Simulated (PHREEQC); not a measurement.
Na2S is added in steps, without added water, to 1 kg of water holding 0.0035 mol/kgw NH4Cl, at 85 °C. No oxygen is let in. CO2 from the air is kept out. Only these solids could form: Halite.

Base run: PHREEQC, ion-association model, wateq4f.dat. Each further column changes one thing. The table gives pH.

| Na2S added (mol) | base | NH4Cl from 0.0035 to 0.035 mol/kgw | NH4Cl from 0.0035 to 0.007 mol/kgw | no solid may form |
|---|---|---|---|---|
| 0 | 5.12 | 4.67 | 4.98 | 5.12 |
| 0.0004375 | 7.01 | 6.14 | 6.74 | 7.01 |
| 0.0006563 | 7.20 | 6.29 | 6.90 | 7.20 |
| 0.001094 | 7.47 | 6.49 | (withheld) | 7.47 |
| 0.001313 | 7.58 | 6.56 | (withheld) | 7.58 |
| 0.00175 | 7.79 | 6.68 | 7.36 | 7.79 |
| 0.002188 | 8.00 | 6.76 | 7.48 | 8.00 |
| 0.002406 | 8.11 | 6.80 | 7.54 | 8.11 |
| 0.002844 | 8.37 | (withheld) | 7.65 | 8.37 |
| 0.003063 | 8.52 | 6.90 | 7.70 | 8.52 |
| 0.0035 | 8.88 | 6.96 | 7.81 | 8.88 |

**Question.** What belongs in the gaps?

**Answer.** 
- 0.001094, NH4Cl from 0.0035 to 0.007 mol/kgw: 7.13
- 0.001313, NH4Cl from 0.0035 to 0.007 mol/kgw: 7.21
- 0.002844, NH4Cl from 0.0035 to 0.035 mol/kgw: 6.87

The polysulfide entries of wateq4f.dat were taken out for this run. Away from 25 °C the constants follow the database's enthalpies or fits; those with neither stay at their 25 °C values.
